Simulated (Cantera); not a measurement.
A Cantera script and its output.

```python
import numpy as np
import cantera as ct

surf = ct.Interface("ptcombust.yaml", "Pt_surf")
gas = surf.adjacent["gas"]
gas.TPX = 550, 89000, {'H2': 0.0043, 'O2': 0.079, 'N2': 0.79, 'H2O': 0.02}
surf.TP = 550, 89000
reactor = ct.FlowReactor(gas, clone=False)
reactor.area = 0.0001  # m2
reactor.surface_area_to_volume_ratio = 150  # 1/m
reactor.mass_flow_rate = 4 * reactor.area * gas.density  # inlet velocity 4 m/s
reactor.energy_enabled = False
wall = ct.ReactorSurface(surf, reactor, clone=False)
net = ct.ReactorNet([reactor])
net.rtol, net.atol = 1e-8, 1e-16
show, cover = ['H2', 'O2', 'H2O'], ['PT(S)', 'H(S)', 'O(S)', 'OH(S)', 'CO(S)', 'C(S)']

rows = []
print(f"{'z/m':>9s}{'u/(m/s)':>9s}" + "".join(f"{s:>13s}" for s in show + cover))
for z in [0.00015, 0.00033, 0.0007, 0.0015, 0.0033, 0.007, 0.015]:
    net.advance(z)
    rows.append([reactor.speed, *gas[show].X, *surf[cover].coverages])
    print(f"{z:9.4g}{rows[-1][0]:9.3g}" + "".join(f"{x:13.4e}" for x in rows[-1][1:]))
```

Result:

```
      z/m  u/(m/s)           H2           O2          H2O        PT(S)         H(S)         O(S)        OH(S)        CO(S)         C(S)
  0.00015        4   4.7497e-03   8.8407e-02   2.2454e-02   8.3612e-02   2.4178e-08   8.8789e-01   2.8356e-02   2.1420e-25  -1.1420e-29
  0.00033        4   4.6752e-03   8.8373e-02   2.2529e-02   8.2332e-02   2.3416e-08   8.8934e-01   2.8187e-02   2.4951e-26   9.7243e-31
   0.0007        4   4.5291e-03   8.8306e-02   2.2677e-02   7.9819e-02   2.1959e-08   8.9219e-01   2.7850e-02  -1.5716e-25  -2.3418e-29
   0.0015        4   4.2420e-03   8.8175e-02   2.2968e-02   7.4872e-02   1.9239e-08   8.9784e-01   2.7157e-02   1.0991e-24   1.2440e-28
   0.0033        4   3.7114e-03   8.7933e-02   2.3506e-02   6.5687e-02   1.4705e-08   9.0844e-01   2.5758e-02  -1.2912e-24  -1.2614e-28
    0.007        4   2.9498e-03   8.7585e-02   2.4278e-02   5.2415e-02   9.2944e-09   9.2406e-01   2.3428e-02  -1.7221e-25  -5.4115e-30
    0.015     3.99   2.0399e-03   8.7169e-02   2.5200e-02   3.6420e-02   4.4813e-09   9.4356e-01   1.9957e-02  -2.7671e-25   4.9726e-30
```

Detailed kinetics in Cantera: Deutschmann's 1995 Pt surface mechanism with GRI-Mech 3.0 gas chemistry. Catalytic surfaces can have several steady states; this one follows from the mechanism file's or the stated starting coverage. Mass transfer to the wall is taken as infinitely fast.
